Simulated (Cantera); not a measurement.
Input (Python, Cantera) and output of one run.

```python
import numpy as np
import cantera as ct

gas_names = [...]  # 110 gases of nasa_gas.yaml made of C, H, O
cond_names = """
    C(gr) C6H6(L) C7H8(L) C8H18(L),n-octa H2O(s) H2O(L)
""".split()


# ... load() reads the species with a 1 bar reference pressure and builds the phases ...
atoms = {
    'C3H6': {'C': 3, 'H': 6},
    'O2': {'O': 2},
    'H2': {'H': 2},
}
top_T = {'C(gr)': 4500}  # K; cautious upper limits of use, not melting points


# ... equilibrate(T, P, feed) seeds the gas with the atoms and calls Mixture.equilibrate('TP', solver="vcs", rtol=1e-11, max_steps=5000) ...
results = []
feed = {'C3H6': 1, 'O2': 0.02, 'H2': 79}  # mol
P = 370  # Pa
for T in [2000, 2100, 2200, 2300, 2400, 2500, 2600, 2700, 2800, 2900, 3000]:
    mix = equilibrate(T, P, feed)
    results.append((T, P, feed, dict(zip(mix.species_names, mix.species_moles))))

top = {s: max(r[3][s] / sum(r[3][g] for g in gas_names) for r in results) for s in gas_names}
cols = sorted((s for s in top if top[s] > 0.0001), key=lambda s: -top[s])[:9]
seen = [c for c in cond_names if any(r[3].get(c, 0) > 1e-12 for r in results)]
print("log10 of partial pressures in bar; condensed amounts in mol")
print(f"{'T/K':>10s}" + "".join(f"{s[:9]:>10s}" for s in cols + seen))
for T, P, feed, n in results:
    ng = sum(n[g] for g in gas_names)
    print(f"{T:10.4g}" + "".join(f"{np.log10(max(n[s] / ng * P / 1e5, 1e-99)):10.3f}" for s in cols)
          + "".join(f"{n.get(c, 0):10.4g}" for c in seen))
```

Output:

```
log10 of partial pressures in bar; condensed amounts in mol
       T/K        H2         H C2H2,acet         C        C3       C2H        C2        CO     C(gr)
      2000    -2.444    -4.011    -5.558   -10.517   -10.557    -8.853   -11.630    -5.750     2.835
      2100    -2.455    -3.734    -5.295    -9.626    -9.540    -8.161   -10.606    -5.755     2.729
      2200    -2.473    -3.486    -5.065    -8.816    -8.617    -7.538    -9.676    -5.763     2.557
      2300    -2.503    -3.266    -4.867    -8.078    -7.777    -6.975    -8.828    -5.777     2.301
      2400    -2.548    -3.072    -4.705    -7.401    -7.008    -6.469    -8.052    -5.797     1.939
      2500    -2.614    -2.907    -4.580    -6.779    -6.304    -6.016    -7.339    -5.824     1.446
      2600    -2.707    -2.770    -4.498    -6.205    -5.655    -5.615    -6.682    -5.858    0.7348
      2700    -2.832    -2.661    -4.530    -5.709    -5.162    -5.334    -6.145    -5.897         0
      2800    -2.987    -2.580    -4.774    -5.337    -4.967    -5.267    -5.822    -5.938         0
      2900    -3.171    -2.525    -5.115    -5.026    -4.896    -5.298    -5.594    -5.974         0
      3000    -3.376    -2.490    -5.529    -4.769    -4.927    -5.408    -5.446    -6.001         0
```

Method: chemical equilibrium by Gibbs-energy minimisation in Cantera with the NASA 1993 tables (ideal gas, pure condensed phases).
